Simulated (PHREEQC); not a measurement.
Consider water at 25 °C with 3.2 mmol/kgw LiNO3 and 5.3 mmol/kgw NaBr. It is in equilibrium with CO2 at log p = -3.4 (atm). Otherwise closed; pH follows from the charge balance.

All values are PHREEQC results (ion-association model, phreeqc.dat), not measurements.

The pH is 5.61 and the ionic strength is 0.00850 mol/kgw. The specific conductance comes out as 953 µS/cm.

| species | molality | activity | log γ |
|---|---|---|---|
| Br- | 0.00530 | 0.00480 | -0.043 |
| Na+ | 0.00530 | 0.00482 | -0.041 |
| Li+ | 0.00320 | 0.00292 | -0.040 |
| NO3- | 0.00320 | 0.00290 | -0.043 |
| CO2 | 1.35e-5 | 1.36e-5 | 0.001 |
| H+ | 2.69e-6 | 2.47e-6 | -0.037 |
| HCO3- | 2.68e-6 | 2.44e-6 | -0.040 |
| NaHCO3 | 6.60e-9 | 6.61e-9 | 0.001 |
| OH- | 4.52e-9 | 4.10e-9 | -0.043 |

No solid was allowed to form.
